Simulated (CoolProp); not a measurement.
A single-stage vapour-compression cycle with R245ca: evaporating at 292.15 K (dew point), condensing at 361.15 K (bubble point), superheat 0 K, subcooling 2 K, compressor efficiency 0.75, no pressure losses. Each further row changes one setting.

Values from CoolProp's reference Helmholtz-energy equation of state, Zhou 2016.

```json
[
 {"case": "as stated", "cooling COP": "2.15", "pressure ratio": "8.85", "discharge temperature (K)": "361.1", "refrigerating effect (kJ/kg)": "112", "volumetric capacity (kJ/m³)": "504"},
 {"case": "evaporating temperature 297.15 K", "cooling COP": "2.45", "pressure ratio": "(withheld)", "discharge temperature (K)": "361.1", "refrigerating effect (kJ/kg)": "116", "volumetric capacity (kJ/m³)": "630"},
 {"case": "condensing temperature 356.15 K", "cooling COP": "2.43", "pressure ratio": "7.80", "discharge temperature (K)": "356.2", "refrigerating effect (kJ/kg)": "119", "volumetric capacity (kJ/m³)": "538"},
 {"case": "subcooling 7 K", "cooling COP": "2.30", "pressure ratio": "8.85", "discharge temperature (K)": "361.1", "refrigerating effect (kJ/kg)": "119", "volumetric capacity (kJ/m³)": "538"},
 {"case": "superheat 10 K", "cooling COP": "(withheld)", "pressure ratio": "8.85", "discharge temperature (K)": "368.3", "refrigerating effect (kJ/kg)": "121", "volumetric capacity (kJ/m³)": "524"},
 {"case": "compressor efficiency 0.65", "cooling COP": "1.87", "pressure ratio": "8.85", "discharge temperature (K)": "(withheld)", "refrigerating effect (kJ/kg)": "112", "volumetric capacity (kJ/m³)": "504"}
]
```

Task: Fill in the missing entries.

Result: 
- evaporating temperature 297.15 K, pressure ratio: 7.25
- superheat 10 K, cooling COP: 2.22
- compressor efficiency 0.65, discharge temperature (K): 365.1

The compression ends wet for: as stated; evaporating temperature 297.15 K; condensing temperature 356.15 K; subcooling 7 K.
